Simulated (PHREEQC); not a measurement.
0.01 g of hydrous ferric oxide (600 m²/g; 0.2 weak and 0.005 strong sites per Fe, Dzombak-Morel constants, diffuse double layer) in 1 kg of water with 0.001 mol/kgw of an inert sodium salt and 1.1e-05 mol/kgw ZnSO4, 9.3e-06 mol/kgw CuSO4 and 6.6e-06 mol/kgw PbCl2, at 25 °C; the pH is set by adding NaOH or the inert anion's acid. Oxygen alone is held at its pressure in air (log pO2 = -0.68). CO2 from the air is kept out. Nothing may precipitate in this run.

Computed with PHREEQC (ion-association model, wateq4f.dat).

Predict S sorbed (%) at pH = 5.5, 10.5.


| pH | S sorbed (%) |
|---|---|
| 5.5 | 24.0 |
| 10.5 | 0.0 |

The database's constant for dissolved Cu(OH)2 is higher than later reviews accept.
